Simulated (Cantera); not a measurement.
**Silicon oxide and oxynitride deposition: SiH2Cl2 + NO + H2**

Charge: 1 mol SiH2Cl2, a varied amount of NO, 0.69 mol H2, held at 327 °C and 10.0 mbar.

These are equilibrium values from Cantera (NASA tables, ideal gas, pure condensed phases), not measurements of a reactor. Candidate condensed phases: H2O, NH4Cl, Si, SiO2, Si2N2O, Si3N4; 47 gas species. The numbers say what is thermodynamically allowed, not how fast it happens.

| n(NO) (mol) | x N2 | x O2 | x H2O | x HCl | x Cl2 | n SiO2(α-quartz) |
|---|---|---|---|---|---|---|
| 3.3 | 0.374 | 0.0163 | 0.262 | 0.242 | 0.106 | 1.00 |
| 4 | 0.395 | 0.0727 | 0.250 | 0.168 | 0.114 | 1.00 |
| 5 | 0.414 | 0.140 | 0.217 | 0.126 | 0.103 | 1.00 |
| 6.2 | 0.429 | 0.199 | 0.184 | 0.0993 | 0.0888 | 1.00 |
| 7.7 | 0.442 | 0.250 | 0.154 | 0.0790 | 0.0752 | 1.00 |
| 9.6 | 0.452 | 0.294 | 0.128 | 0.0630 | 0.0627 | 1.00 |
| 12 | 0.461 | 0.332 | 0.105 | 0.0503 | 0.0517 | 1.00 |
| 15 | 0.469 | 0.363 | 0.0855 | 0.0402 | 0.0424 | 1.00 |
| 18 | 0.474 | 0.385 | 0.0722 | 0.0335 | 0.0359 | 1.00 |
| 23 | 0.479 | 0.409 | 0.0573 | 0.0262 | 0.0285 | 1.00 |
x: gas mole fraction; n: condensed amount in mol.

From 3.3 mol NO to 23 mol NO the condensed part is SiO2(α-quartz).
